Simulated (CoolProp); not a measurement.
R113 at several states: Z from the reference equation and from simpler models built on Tc = 487.2 K, pc = 3.392 MPa, ω = 0.253; each cubic takes its own stable root.

The numbers come from the reference Helmholtz-energy equation of state, Marx 1992 in CoolProp.

| T (K) | p (MPa) | phase | reference | van der Waals | Redlich-Kwong | Soave-Redlich-Kwong | Peng-Robinson |
|---|---|---|---|---|---|---|---|
| 459.6 | 2.43 | liquid | 0.1151 | 0.6471 | 0.1464 | 0.1379 | 0.1223 |
| 415.7 | 0.228 | gas | 0.9609 | 0.9701 | 0.9631 | 0.9608 | 0.9578 |
| 351.6 | 0.0103 | gas | 0.9971 | 0.9981 | 0.9974 | 0.9972 | 0.9970 |

At some of these states van der Waals gives the other phase, because its saturation line lies elsewhere.
